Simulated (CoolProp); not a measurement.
The fluid at 191.14 K and 0.78 MPa flows at 1.6 m/s in a round tube of 12.7 mm bore and 45 µm roughness, fully developed (64/Re and Nu = 3.66 if laminar; Colebrook and Gnielinski if turbulent). The same conditions are run with several fluids, on thermodynamics alone (safety and materials aside).

The numbers come from the reference Helmholtz-energy equation of state of each fluid (n-hexane: Thol 2019; R22: Kamei 1995; R142b: Lemmon 2006; propylene: Lemmon 2013; R143a: Lemmon and Jacobsen 2000) in CoolProp.

Q: Rank n-hexane, R22, R142b, propylene, R143a by Reynolds number, highest first.

A: R143a (80300), R22 (55000), propylene (43900), R142b (27000), n-hexane (10500)

```json
[
 {"fluid": "n-hexane", "Darcy friction factor": "0.0355", "pressure drop (Pa/m)": "2680", "heat-transfer coefficient (W/(m² K))": "1610", "mass flow (kg/h)": "545"},
 {"fluid": "R22", "Darcy friction factor": "0.0295", "pressure drop (Pa/m)": "4530", "heat-transfer coefficient (W/(m² K))": "4050", "mass flow (kg/h)": "1110"},
 {"fluid": "R142b", "Darcy friction factor": "0.0312", "pressure drop (Pa/m)": "4250", "heat-transfer coefficient (W/(m² K))": "2450", "mass flow (kg/h)": "985"},
 {"fluid": "propylene", "Darcy friction factor": "0.0299", "pressure drop (Pa/m)": "1970", "heat-transfer coefficient (W/(m² K))": "3680", "mass flow (kg/h)": "476"},
 {"fluid": "R143a", "Darcy friction factor": "0.0289", "pressure drop (Pa/m)": "3660", "heat-transfer coefficient (W/(m² K))": "4630", "mass flow (kg/h)": "918"}
]
```

Transport values come from each fluid's own correlations; those of R22, R142b, propylene, R143a are estimates that may be off by 10 % or more.
